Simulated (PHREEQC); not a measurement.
Make-up at 25 °C: 0.019 mol Cu(NO3)2, 0.0002 mol HBF4 and 0.00018 mol Na2SO4 per kg of water. Closed to the air; pH follows from the charge balance.

The numbers come from PHREEQC with the ion-association model, phreeqc.dat.

| quantity | before | after |
|---|---|---|
| pH | 3.34 | 3.45 |
| F- (mol/kgw) | 0.000468 | 0.000345 |
| HF (mol/kgw) | 0.000255 | 0.000378 |
| SO4-2 (mol/kgw) | 9.96e-5 | 9.16e-5 |
| HSO4- (mol/kgw) | 2.42e-6 | 5.76e-6 |
| BF2(OH)2- (mol/kgw) | 6.85e-7 | 4.17e-7 |

Task: Which change was made?
(A) diluted 10-fold with water
(B) temperature from 25 to 75 °C
(C) Cu(NO3)2 from 0.019 to 0.095 mol/kgw
(D) Cu(NO3)2 replaced by Mn(NO3)2 at the same molality
(E) Na2SO4 from 0.00018 to 9e-05 mol/kgw

Result: B, temperature from 25 to 75 °C

No solid was allowed to form. Away from 25 °C the constants follow the database's enthalpies or fits; those with neither stay at their 25 °C values. Real BF4- forms and hydrolyses slowly; the run takes it at equilibrium.
